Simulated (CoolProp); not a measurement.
Ammonia along the isobar 65.9 MPa: fugacity coefficient from the reference equation and from simpler models built on Tc = 405.6 K, pc = 11.36 MPa, ω = 0.256; each cubic takes its own stable root.

Model: reference Helmholtz-energy equation of state, Gao 2020, in CoolProp.

```
T (K)          phase  reference  van der Waals  Redlich-Kwong  Soave-Redlich-Kwong  Peng-Robinson
-----  -------------  ---------  -------------  -------------  -------------------  -------------
320.9         liquid    0.04904         0.1654        0.08009              0.06117        0.05452
352.6         liquid    0.09260         0.2189         0.1342               0.1158         0.1031
384.2         liquid     0.1519         0.2751         0.1997               0.1896         0.1691
415.9  supercritical     0.2247         0.3329         0.2728               0.2788         0.2493
447.6  supercritical     0.3064         0.3906         0.3492               0.3769         0.3381
479.3  supercritical     0.3921         0.4470         0.4251               0.4769         0.4293
511    supercritical     0.4768         0.5012         0.4976               0.5731         0.5178
542.7  supercritical     0.5568         0.5526         0.5649               0.6615         0.5998
574.4  supercritical     0.6297         0.6007         0.6261               0.7401         0.6738
606.1  supercritical     0.6944         0.6452         0.6807               0.8085         0.7390
637.8  supercritical     0.7509         0.6861         0.7289               0.8671         0.7958
669.4  supercritical     0.7996         0.7233         0.7711               0.9167         0.8447
```
